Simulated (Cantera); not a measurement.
A freely propagating, adiabatic, planar premixed flame of CH4 : C2H6 : C3H8 : O2 : N2 : H2O = 1 : 1.2 : 0.08 : 6 : 16.8 : 3.4 (molar parts), equivalence ratio 1.1, unburnt at 425 K and 5.00 bar; mixture-averaged transport, grid criteria slope 0.08 and curve 0.16, no radiation.

Computed with Cantera and GRI-Mech 3.0 (53 species, 325 reactions). Burning velocities carry a grid error of a few per cent, more on coarse grids.

**Question.** Predict: laminar burning velocity; thermal thickness; peak x(CH2); peak x(C2H2); peak x(C2H4).

**Answer.** 
- laminar burning velocity = 53.0 cm/s
- thermal thickness = 0.0943 mm
- peak x(CH2) = 6.05e-5
- peak x(C2H2) = 0.00170
- peak x(C2H4) = 0.00624
